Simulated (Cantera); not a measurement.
# Low-pressure radical oxidation in H2/O2

An isothermal, constant-pressure homogeneous reactor starts with H2 : O2 = 0.098 : 1 (molar parts), equivalence ratio 0.049, at 900 K and 4.20 Torr.

Detailed kinetics in Cantera: GRI-Mech 3.0 (53 species, 325 reactions). Radical loss at walls, strong at low pressure, is not modelled. Below about 950 K walls govern HO2 and H2O2 in real vessels. The temperature is held fixed by assumption; the heat of reaction is taken as removed at once.

| t (s) | x H2 | x O2 | x H2O | x H2O2 | x HO2 | x H |
|---|---|---|---|---|---|---|
| 5.00e-6 | 0.0893 | 0.911 | <1e-12 | <1e-12 | <1e-12 | <1e-12 |
| 2.63e-5 | 0.0893 | 0.911 | <1e-12 | <1e-12 | <1e-12 | <1e-12 |
| 0.000138 | 0.0893 | 0.911 | <1e-12 | <1e-12 | 2.18e-12 | 2.03e-12 |
| 0.000725 | 0.0893 | 0.911 | 3.85e-12 | <1e-12 | 1.15e-11 | 1.08e-11 |
| 0.00381 | 0.0893 | 0.911 | 4.85e-10 | <1e-12 | 6.74e-11 | 2.99e-10 |
| 0.0200 | 0.0868 | 0.909 | 0.00180 | 4.43e-9 | 3.14e-6 | 0.000985 |
| 0.105 | 0.000681 | 0.902 | 0.0912 | 7.23e-8 | 4.88e-6 | 0.00176 |
| 0.552 | 1.91e-5 | 0.906 | 0.0934 | 4.05e-8 | 9.66e-7 | 5.93e-6 |
| 2.90 | 6.31e-7 | 0.907 | 0.0934 | 1.23e-8 | 8.71e-8 | 5.39e-8 |
| 15.2 | 3.32e-8 | 0.907 | 0.0934 | 3.44e-9 | 9.22e-9 | 1.41e-9 |
| 80.0 | 3.63e-9 | 0.907 | 0.0934 | 1.02e-9 | 1.35e-9 | 6.93e-11 |
x: mole fraction; the columns are a selection and need not sum to one.

Equilibrium at this temperature and pressure: H2 4.22e-12, O2 0.907, H2O 0.0934, H2O2 4.53e-12, HO2 1.25e-10, H <1e-12 (gas phase only).
